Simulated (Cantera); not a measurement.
An isothermal, constant-pressure homogeneous reactor starts with 20.4 % NO, 79.6 % N₂, at 1800 K and 100.0 Torr.

Cantera simulation using GRI-Mech 3.0 (53 species, 325 reactions); the numbers are that mechanism's predictions, not measurements.

Question: Predict: x(NO) at 300 s; x(N₂O) at 300 s; x(N₂) at 300 s; x(O₂) at 300 s; x(O) at 300 s; x(NO₂) at 300 s.

Answer: 
```
Item                                                 Value
---------------  -----------------------------------------
x(NO) at 300 s     0.00719 (gas-phase equilibrium 0.00308)
x(N₂O) at 300 s    8.34e-8 (gas-phase equilibrium 6.89e-8)
x(N₂) at 300 s         0.894 (gas-phase equilibrium 0.896)
x(O₂) at 300 s        0.0984 (gas-phase equilibrium 0.100)
x(O) at 300 s    0.000105 (gas-phase equilibrium 0.000106)
x(NO₂) at 300 s    4.50e-6 (gas-phase equilibrium 1.95e-6)
```
